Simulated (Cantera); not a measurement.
# Stirred combustor or abatement burner

A perfectly stirred reactor is fed with 12.0 % CH4, 18.5 % O2, 69.5 % N2, equivalence ratio 1.3, at 4.93 atm; it is adiabatic with a 500 K inlet, and is followed from long to short residence time, starting on the burning branch (τ in s: 0.12, 0.049, 0.02, 0.0084, 0.0035, 0.0014, 0.0006, 0.00025, 0.0001, 4.2e-05, 1.7e-05, 7.2e-06).

Detailed kinetics in Cantera: GRI-Mech 3.0 (53 species, 325 reactions).

```csv
τ (s),T (K),x CH4,x O2,x NO,x CH3,x H,x HO2,x C2H6
0.12,2201,3.23e-5,3.31e-5,0.000122,8.32e-6,0.000636,1.36e-8,4.56e-10
0.049,2199,6.21e-5,6.57e-5,0.000156,1.75e-5,0.000712,2.54e-8,1.96e-9
0.020,2197,0.000113,0.000133,0.000193,3.53e-5,0.000816,5.18e-8,7.76e-9
0.0084,2195,0.000195,0.000265,0.000223,6.75e-5,0.000945,1.09e-7,2.73e-8
0.0035,2190,0.000325,0.000529,0.000243,0.000125,0.00111,2.41e-7,9.07e-8
0.0014,2182,0.000538,0.00109,0.000247,0.000230,0.00132,5.70e-7,2.97e-7
0.00060,2168,0.000858,0.00212,0.000228,0.000392,0.00155,1.31e-6,8.68e-7
0.00025,2140,0.00150,0.00441,0.000172,0.000688,0.00173,3.32e-6,2.95e-6
0.00010,2053,0.00398,0.0126,5.37e-5,0.00140,0.00142,1.26e-5,2.31e-5
4.2e-5,500,0.120,0.185,<1e-12,<1e-12,<1e-12,<1e-12,<1e-12
1.7e-5,500,0.120,0.185,<1e-12,<1e-12,<1e-12,<1e-12,<1e-12
7.2e-6,500,0.120,0.185,<1e-12,<1e-12,<1e-12,<1e-12,<1e-12
```
x: mole fraction; the columns are a selection and need not sum to one.
